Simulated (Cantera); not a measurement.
Charge: 1 mol CO, 0.13 mol O2, held at 10000 Pa.

Equilibrium computed with Cantera from the NASA thermochemical tables; the gas is ideal and each condensed phase is pure. Candidate condensed phases: C; 12 gas species. Equilibrium is a limit: real reactors are often held back by kinetics, nucleation or transport. All values below are at 1850 °C.

Base state: CO 0.740, CO2 0.260, O 1.99e-5, O2 1.49e-5 (mole fractions); condensed: gas only.

What changes in the equilibrium state with this change: O2 from 0.13 to 0.021 mol?


| species | before | after |
|---|---|---|
| CO | 0.740 | 0.958 |
| CO2 | 0.260 | 0.0420 |
| O | 1.99e-5 | 2.48e-6 |
| O2 | 1.49e-5 | 2.33e-7 |
